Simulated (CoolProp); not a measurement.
A Linde-Hampson liquefier for normal hydrogen: isothermal reversible compression at 290 K from 1 atm to 30 MPa, throttling to 1 atm, return gas leaving the recuperator 5 K below the feed. Each further row changes one setting.

Computed with CoolProp (reference Helmholtz-energy equation of state, Leachman 2009).

```tsv
case	compression work (kJ/kg of gas)
as stated	7030
high pressure 60 MPa	8090
warm-end temperature 320 K	7740
warm-end gap 10 K	7030
```
